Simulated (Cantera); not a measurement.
Feed: 1 mol B2H6, 0.77 mol O2, 30 mol H2, at 2075 K and 0.133 bar.

Equilibrium computed with Cantera from the NASA thermochemical tables; the gas is ideal and each condensed phase is pure. Candidate condensed phases: B, B2O3, B3O3H3, H2O; 23 gas species. The feed counts by its element totals alone. The tables' values for BH2 are old estimates; treat these amounts as uncertain. Gases not in the tables: B2H6 and higher boranes. Equilibrium is a limit: real reactors are often held back by kinetics, nucleation or transport.

Base state: H2 0.950, HBO 0.0351, H 0.00711, BO 0.00355, B2O2 0.00316, BH2 0.000673, HBO2 9.41e-5, B2O 6.27e-5 (mole fractions); condensed: B(s).

Q: What changes in the equilibrium state with this change: pressure from 0.133 bar to 9.80 mbar?

A: 
| species | before | after |
|---|---|---|
| H2 | 0.950 | 0.931 |
| HBO | 0.0351 | 0.0291 |
| H | 0.00711 | 0.0260 |
| BO | 0.00355 | 0.0110 |
| B | 3.33e-6 | 4.53e-5 |
| B2O3 | 5.70e-5 | 9.09e-6 |
| HBO2 | 9.41e-5 | 1.77e-5 |
| H2O | 1.82e-5 | 4.06e-6 |
| BH3 | 1.46e-5 | 3.84e-6 |
| B(s), mol | 0.440 | 0.430 |
